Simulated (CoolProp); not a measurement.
R236EA at several states: density (kg/m³) from the reference equation and from simpler models built on Tc = 139.3 °C, pc = 3414 kPa, ω = 0.368; each cubic takes its own stable root.

Computed with CoolProp (reference Helmholtz-energy equation of state, Rui 2013).

```tsv
T (°C)	p (kPa)	phase	reference	van der Waals	Redlich-Kwong	Soave-Redlich-Kwong	Peng-Robinson
121.85	23.6	gas	1.096	1.095	1.095	1.096	1.096
-4.25	304	liquid	1516	(withheld)	(withheld)	(withheld)	1565
38.15	4190	liquid	1401	861.7	1216	1283	1450
76.25	6000	liquid	1283	816.6	1110	1164	(withheld)
8.65	329	liquid	(withheld)	23.07	(withheld)	1349	1526
```

Fill in the missing entries.


- -4.25, van der Waals: 22.39
- -4.25, Redlich-Kwong: 1315
- -4.25, Soave-Redlich-Kwong: 1385
- 76.25, Peng-Robinson: 1314
- 8.65, reference: 1478
- 8.65, Redlich-Kwong: 1275

At some of these states van der Waals gives the other phase, because its saturation line lies elsewhere.
